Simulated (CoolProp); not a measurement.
Aqueous calcium chloride as a coolant, at 8 °C, 1 atm.

Model: Melinder's fits for secondary coolants, in CoolProp.

| mass % | freezing point (°C) | cp (kJ/(kg K)) | viscosity (mPa s) | conductivity (W/(m K)) | density (kg/m³) |
|---|---|---|---|---|---|
| 3.1 | -1.4 | 3.992 | 1.48 | 0.574 | 1024 |
| 5.7 | -2.8 | [?] | [?] | 0.572 | 1047 |
| 8.4 | [?] | [?] | 1.68 | 0.569 | 1072 |
| 11.1 | -6.8 | 3.522 | 1.82 | 0.567 | 1097 |
| 13.7 | -9.5 | 3.382 | 1.98 | 0.564 | 1122 |
| 16.4 | -12.8 | 3.244 | [?] | 0.561 | 1148 |
| 19.1 | -16.8 | 3.118 | 2.45 | [?] | 1174 |
| 21.7 | -21.4 | [?] | 2.77 | 0.555 | 1200 |
| 24.4 | [?] | 2.912 | 3.19 | 0.552 | 1228 |

What belongs in the gaps?


- 5.7, cp (kJ/(kg K)): 3.833
- 5.7, viscosity (mPa s): 1.58
- 8.4, freezing point (°C): -4.5
- 8.4, cp (kJ/(kg K)): 3.675
- 16.4, viscosity (mPa s): 2.19
- 19.1, conductivity (W/(m K)): 0.558
- 21.7, cp (kJ/(kg K)): 3.010
- 24.4, freezing point (°C): -27.4
